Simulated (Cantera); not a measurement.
Input: 1 mol B2O3, 7.3 mol H2, held at 1602 °C and 10000 Pa.

Equilibrium computed with Cantera from the NASA thermochemical tables; the gas is ideal and each condensed phase is pure. Candidate condensed phases: B, B2O3, B3O3H3, H2O; 23 gas species. Equilibrium is a limit: real reactors are often held back by kinetics, nucleation or transport.

Base state: H2 0.826, B2O3 0.0649, HBO2 0.0519, HBO 0.0427, B2O2 0.00733, H2O 0.00351, H 0.00188, BO 0.00160 (mole fractions); condensed: gas only.

**Question.** What changes in the equilibrium state with this change: temperature from 1602 °C to 925 °C?

**Answer.** 
| species | before | after |
|---|---|---|
| H2 | 0.826 | 1.000 |
| HBO | 0.0427 | 2.87e-5 |
| H2O | 0.00351 | 2.14e-5 |
| B2O3 | 0.0649 | 8.66e-8 |
| HBO2 | 0.0519 | 1.19e-5 |
| BO | 0.00160 | <1e-9 |
| B2O2 | 0.00733 | 1.73e-8 |
| B2O3(l), mol | 0 | 1.000 |
